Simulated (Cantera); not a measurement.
Aluminium and copper etching: Al + I₂ + N₂

Charge: 1 mol Al, 0.65 mol I₂, a varied amount of N₂, held at 1225 K and 0.00520 bar.

Method: chemical equilibrium by Gibbs-energy minimisation in Cantera with the NASA 1993 tables (ideal gas, pure condensed phases). Candidate condensed phases: Al, AlI₃, AlN, I₂; 10 gas species. Kinetics and transport are ignored.

From 0.23 mol N₂ to 1.6 mol N₂ the condensed part is AlN(s). The main Al-bearing gas is AlI₃ throughout. The share of Al in condensed phases is highest at 1.6 mol N₂ (87.3 %) and lowest at 0.23 mol N₂ (46.0 %).

```tsv
n(N₂) (mol)	x AlI₃	x I	x N₂	x AlI	x I₂	x Al₂I₆	x Al	n AlN(s)
0.23	0.669	0.0291	5.73e-10	0.302	4.73e-5	3.32e-6	7.00e-8	0.460
0.32	0.630	0.359	0.00228	0.00187	0.00720	2.94e-6	3.51e-11	0.637
0.44	0.340	0.546	0.0966	0.000437	0.0167	8.60e-7	5.39e-12	0.723
0.61	0.223	0.543	0.217	0.000290	0.0165	3.70e-7	3.59e-12	0.767
0.84	0.148	0.507	0.330	0.000220	0.0144	1.62e-7	2.91e-12	0.804
1.2	0.0900	0.452	0.446	0.000168	0.0114	6.01e-8	2.51e-12	0.843
1.6	0.0579	0.402	0.531	0.000137	0.00903	2.48e-8	2.30e-12	0.873
```
x: gas mole fraction; n: condensed amount in mol.
